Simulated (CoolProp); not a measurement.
Dimethyl carbonate at 496.55 K and 0.847 MPa is compressed adiabatically to 4.61 MPa with isentropic efficiency 0.85. Each further row changes one setting.

Model: reference Helmholtz-energy equation of state, Zhou 2011, in CoolProp.

```json
[
 {"case": "as stated", "work (kJ/kg)": "76.4", "final temperature (K)": "576.2", "final density (kg/m³)": "(withheld)"},
 {"case": "efficiency 1", "work (kJ/kg)": "64.9", "final temperature (K)": "571.9", "final density (kg/m³)": "147"},
 {"case": "efficiency 0.65", "work (kJ/kg)": "(withheld)", "final temperature (K)": "585.5", "final density (kg/m³)": "(withheld)"}
]
```

Question: What belongs in the gaps?

Answer: 
- as stated, final density (kg/m³): 141
- efficiency 0.65, work (kJ/kg): 99.9
- efficiency 0.65, final density (kg/m³): 131
